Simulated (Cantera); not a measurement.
Gas mixture: 100 % N2O, at 13300 Pa, frozen composition.

Cantera's kinetic-theory transport with the Lennard-Jones parameters of GRI-Mech 3.0, ideal gas; thermal conductivity in the multicomponent form. The composition is frozen, though it would react at the higher temperatures.

D: mixture-averaged diffusion coefficient of that species in the mixture.

| T (K) | ρ (kg/m³) | cp (J/kg/K) | μ (µPa s) | λ (mW/m/K) | Pr | D (cm²/s) O | D (cm²/s) H | D (cm²/s) OH |
|---|---|---|---|---|---|---|---|---|
| 400 | 0.176 | 970.3 | 19.5 | 25.3 | 0.746 | 3.19 | 12.6 | 3.12 |
| 600 | 0.118 | 1101 | [?] | [?] | 0.744 | [?] | [?] | [?] |
| 800 | 0.0882 | 1192 | 34.0 | 54.7 | 0.742 | 10.6 | 43.0 | 10.3 |
| 1000 | 0.0706 | 1255 | 40.0 | 67.9 | 0.740 | 15.4 | 62.9 | 15.1 |
| 1200 | 0.0588 | 1294 | 45.5 | 79.8 | 0.738 | 20.9 | 85.6 | 20.4 |
| 1400 | 0.0504 | 1327 | [?] | [?] | 0.736 | [?] | [?] | [?] |
| 1600 | 0.0441 | 1353 | 55.2 | 102 | 0.735 | 33.8 | 139 | 33.0 |
| 1800 | 0.0392 | 1375 | 59.7 | 112 | 0.733 | 41.1 | 169 | 40.2 |

Question: Fill in the missing entries.

Answer: 
- 600, μ (µPa s): 27.3
- 600, λ (mW/m/K): 40.4
- 600, D (cm²/s) O: 6.47
- 600, D (cm²/s) H: 26.1
- 600, D (cm²/s) OH: 6.33
- 1400, μ (µPa s): 50.5
- 1400, λ (mW/m/K): 91.0
- 1400, D (cm²/s) O: 27.0
- 1400, D (cm²/s) H: 111
- 1400, D (cm²/s) OH: 26.4
